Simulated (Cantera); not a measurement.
A freely propagating, adiabatic, planar premixed flame of H2 : O2 : N2 = 1 : 0.562 : 2.11 (molar parts), unburnt at 650 K and 140000 Pa; mixture-averaged transport, grid criteria slope 0.08 and curve 0.16, no radiation.

Cantera simulation using the H2/O2 subset of GRI-Mech 3.0, which has no nitrogen chemistry; the numbers are that mechanism's predictions, not measurements. Burning velocities carry a grid error of a few per cent, more on coarse grids.

### Question
How do the results move with these cheaper or finer settings: unity-Lewis-number transport; multicomponent transport; multicomponent+Soret transport; grid criteria slope 0.5, curve 1; grid criteria slope 0.25, curve 0.5; grid criteria slope 0.03, curve 0.06?

### Answer
| setting | laminar burning velocity | thermal thickness | peak x(O) | peak x(H) | grid points |
|---|---|---|---|---|---|
| as above | 807 cm/s | 0.312 mm | 0.0145 | 0.0481 | 130 |
| unity-Lewis-number transport | 558 cm/s | 0.233 mm | 0.0152 | 0.0549 | 128 |
| multicomponent transport | 794 cm/s | 0.310 mm | 0.0144 | 0.0479 | 130 |
| multicomponent+Soret transport | 752 cm/s | 0.306 mm | 0.0143 | 0.0464 | 130 |
| grid criteria slope 0.5, curve 1 | 988 cm/s | 0.403 mm | 0.0148 | 0.0495 | 44 |
| grid criteria slope 0.25, curve 0.5 | 874 cm/s | 0.346 mm | 0.0146 | 0.0488 | 64 |
| grid criteria slope 0.03, curve 0.06 | 790 cm/s | 0.303 mm | 0.0144 | 0.0478 | 281 |
Unity Lewis numbers drop preferential diffusion, which matters most where H2 and H carry the flame; Soret adds thermal diffusion.
